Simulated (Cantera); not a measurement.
# Low-pressure radical oxidation in H2/O2

An isothermal, constant-pressure homogeneous reactor starts with 18.0 % H2, 82.0 % O2, equivalence ratio 0.11, at 975 K and 0.975 Torr.

Detailed kinetics in Cantera: GRI-Mech 3.0 (53 species, 325 reactions). Radical loss at walls, strong at low pressure, is not modelled. The temperature is held fixed by assumption; the heat of reaction is taken as removed at once.

| t (s) | x H2 | x O2 | x OH | x HO2 | x O | x H2O2 |
|---|---|---|---|---|---|---|
| 9.00e-6 | 0.180 | 0.820 | <1e-12 | <1e-12 | <1e-12 | <1e-12 |
| 2.97e-5 | 0.180 | 0.820 | <1e-12 | 2.06e-12 | <1e-12 | <1e-12 |
| 9.82e-5 | 0.180 | 0.820 | <1e-12 | 6.81e-12 | <1e-12 | <1e-12 |
| 0.000324 | 0.180 | 0.820 | 1.37e-12 | 2.25e-11 | 1.73e-12 | <1e-12 |
| 0.00107 | 0.180 | 0.820 | 9.33e-12 | 7.42e-11 | 1.64e-11 | <1e-12 |
| 0.00353 | 0.180 | 0.820 | 7.10e-11 | 2.46e-10 | 1.72e-10 | <1e-12 |
| 0.0117 | 0.180 | 0.820 | 3.81e-9 | 8.48e-10 | 9.97e-9 | <1e-12 |
| 0.0385 | 0.172 | 0.815 | 0.000736 | 6.38e-7 | 0.00200 | 2.19e-9 |
| 0.127 | 0.00586 | 0.735 | 0.00335 | 1.41e-6 | 0.0473 | 1.40e-8 |
| 0.420 | 0.00407 | 0.763 | 0.00283 | 1.55e-6 | 0.0294 | 1.98e-8 |
| 1.39 | 0.000990 | 0.794 | 0.00139 | 1.43e-6 | 0.00656 | 3.25e-8 |
| 4.58 | 6.60e-5 | 0.801 | 0.000354 | 5.58e-7 | 0.000433 | 2.94e-8 |
| 15.1 | 5.03e-6 | 0.802 | 9.92e-5 | 9.44e-8 | 3.38e-5 | 1.23e-8 |
| 50.0 | 6.82e-7 | 0.802 | 3.71e-5 | 1.66e-8 | 4.71e-6 | 4.69e-9 |
x: mole fraction; the columns are a selection and need not sum to one.

Equilibrium at this temperature and pressure: H2 2.52e-10, O2 0.802, OH 7.24e-7, HO2 4.51e-10, O 1.80e-9, H2O2 1.30e-11 (gas phase only).
